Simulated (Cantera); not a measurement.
A perfectly stirred reactor is fed with H2 : O2 = 0.011 : 1 (molar parts), equivalence ratio 0.0055, at 0.0210 bar; it is held at 1325 K, and followed from long to short residence time.

Detailed kinetics in Cantera: GRI-Mech 3.0 (53 species, 325 reactions). Radical loss at walls, strong at low pressure, is not modelled.

Question: Predict: x(H2) at τ = 2.00 s; x(O2) at τ = 2.00 s; x(H) at τ = 2.00 s; x(OH) at τ = 2.00 s; x(H2O) at τ = 2.00 s; x(H2) at τ = 77.0 ms; x(O2) at τ = 77.0 ms; x(H) at τ = 77.0 ms; x(OH) at τ = 77.0 ms; x(H2O) at τ = 77.0 ms.

Answer: 
| Item | Result |
|---|---|
| x(H2) at τ = 2.00 s | 1.77e-5 |
| x(O2) at τ = 2.00 s | 0.988 |
| x(H) at τ = 2.00 s | 1.96e-5 |
| x(OH) at τ = 2.00 s | 0.000459 |
| x(H2O) at τ = 2.00 s | 0.0107 |
| x(H2) at τ = 77.0 ms | 0.000116 |
| x(O2) at τ = 77.0 ms | 0.982 |
| x(H) at τ = 77.0 ms | 0.000215 |
| x(OH) at τ = 77.0 ms | 0.00105 |
| x(H2O) at τ = 77.0 ms | 0.0102 |
